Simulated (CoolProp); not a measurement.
Isopentane along the isotherm 226.85 °C: density (kg/m³) from the reference equation and from simpler models built on Tc = 187.2 °C, pc = 3378 kPa, ω = 0.227; each cubic takes its own stable root.

The numbers come from the reference Helmholtz-energy equation of state, Lemmon 2006 in CoolProp. It is a short technical equation, of lower accuracy than the large ones.

```json
[
 {"p (kPa)": "3380", "phase": "supercritical", "reference": "85.98", "van der Waals": "86.77", "Redlich-Kwong": "87.28", "Soave-Redlich-Kwong": "84.60", "Peng-Robinson": "88.20"},
 {"p (kPa)": "6760", "phase": "supercritical", "reference": "312.1", "van der Waals": "258.6", "Redlich-Kwong": "283.1", "Soave-Redlich-Kwong": "265.0", "Peng-Robinson": "286.9"},
 {"p (kPa)": "10100", "phase": "supercritical", "reference": "381.4", "van der Waals": "297.5", "Redlich-Kwong": "349.4", "Soave-Redlich-Kwong": "338.0", "Peng-Robinson": "371.0"},
 {"p (kPa)": "13500", "phase": "supercritical", "reference": "414.1", "van der Waals": "319.5", "Redlich-Kwong": "386.4", "Soave-Redlich-Kwong": "377.5", "Peng-Robinson": "416.4"},
 {"p (kPa)": "16900", "phase": "supercritical", "reference": "436.1", "van der Waals": "334.9", "Redlich-Kwong": "412.3", "Soave-Redlich-Kwong": "405.0", "Peng-Robinson": "447.6"},
 {"p (kPa)": "20300", "phase": "supercritical", "reference": "452.8", "van der Waals": "346.7", "Redlich-Kwong": "432.4", "Soave-Redlich-Kwong": "426.1", "Peng-Robinson": "471.4"},
 {"p (kPa)": "23600", "phase": "supercritical", "reference": "466.0", "van der Waals": "356.1", "Redlich-Kwong": "448.4", "Soave-Redlich-Kwong": "442.8", "Peng-Robinson": "490.2"},
 {"p (kPa)": "27000", "phase": "supercritical", "reference": "477.6", "van der Waals": "364.2", "Redlich-Kwong": "462.4", "Soave-Redlich-Kwong": "457.4", "Peng-Robinson": "506.6"},
 {"p (kPa)": "30400", "phase": "supercritical", "reference": "487.7", "van der Waals": "371.2", "Redlich-Kwong": "474.5", "Soave-Redlich-Kwong": "469.9", "Peng-Robinson": "520.6"},
 {"p (kPa)": "33800", "phase": "supercritical", "reference": "496.6", "van der Waals": "377.3", "Redlich-Kwong": "485.2", "Soave-Redlich-Kwong": "480.9", "Peng-Robinson": "532.9"}
]
```
